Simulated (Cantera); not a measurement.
Predominance diagram of Ca at 1300 K against the partial pressures of O2 and Br2 (log10, bar). Cantera with NASA thermochemical tables; ideal gases at 1 bar, condensed phases pure. Candidates: Ca(l), CaBr2(l), CaO(s). Only these pure phases compete in this equilibrium. Not in the tables: oxide halides.

```
log p(Br2) \ log p(O2)
        columns: -17, -16.1, -15.1, -14.2, -13.2, -12.3, -11.3, -10.4, -9.4, -8.5, -7.6, -6.6, -5.7, -4.7, -3.8, -2.8, -1.9, -0.9, 0
      1  A A A A A A A A A A A A A A A A A A A
   -1.2  A A A A A A A A A A A A A A A A A A A
   -3.4  A A A A A A A A A A A A A A B B B B B
   -5.7  A A A A A A A A A B B B B B B B B B B
   -7.9  A A A A B B B B B B B B B B B B B B B
  -10.1  B B B B B B B B B B B B B B B B B B B
  -12.3  B B B B B B B B B B B B B B B B B B B
  -14.6  B B B B B B B B B B B B B B B B B B B
  -16.8  B B B B B B B B B B B B B B B B B B B
    -19  B B B B B B B B B B B B B B B B B B B
```

A: CaBr2(l); B: CaO(s).
